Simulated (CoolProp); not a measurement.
Vapour-liquid equilibrium of trans-2-butene (1) + ethanol (2) at 929 kPa; x and y are mole fractions of (1).

The numbers come from the multi-fluid Helmholtz-energy mixture model, Lemmon 2005 and Schroeder 2014; pair parameters Bell 2016 in CoolProp.

```json
[
 {"x": "0.05", "bubble temperature, mixture model (K)": "407.4", "bubble temperature, Raoult's law (K)": "415.6", "y, mixture model": "0.306", "y, Raoult's law": "0.174"},
 {"x": "0.2", "bubble temperature, mixture model (K)": "373.8", "bubble temperature, Raoult's law (K)": "400.7", "y, mixture model": "0.766", "y, Raoult's law": "0.540"},
 {"x": "0.35", "bubble temperature, mixture model (K)": "360.7", "bubble temperature, Raoult's law (K)": "387.6", "y, mixture model": "0.861", "y, Raoult's law": "0.748"},
 {"x": "0.5", "bubble temperature, mixture model (K)": "357.5", "bubble temperature, Raoult's law (K)": "376.4", "y, mixture model": "0.881", "y, Raoult's law": "0.865"},
 {"x": "0.65", "bubble temperature, mixture model (K)": "356.1", "bubble temperature, Raoult's law (K)": "367.0", "y, mixture model": "0.892", "y, Raoult's law": "0.932"},
 {"x": "0.8", "bubble temperature, mixture model (K)": "353.9", "bubble temperature, Raoult's law (K)": "359.0", "y, mixture model": "0.914", "y, Raoult's law": "0.971"},
 {"x": "0.95", "bubble temperature, mixture model (K)": "351.0", "bubble temperature, Raoult's law (K)": "352.2", "y, mixture model": "0.969", "y, Raoult's law": "0.994"}
]
```

The largest gap from Raoult's law is -26.9 K in bubble temperature, at x = 0.35. No azeotrope shows between x = 0.05 and 0.95.

The pair parameters rest on a limited set of measurements; away from them the model extrapolates. With so large a gap from Raoult's law the liquid may split in two, which this calculation doesn't test in full.
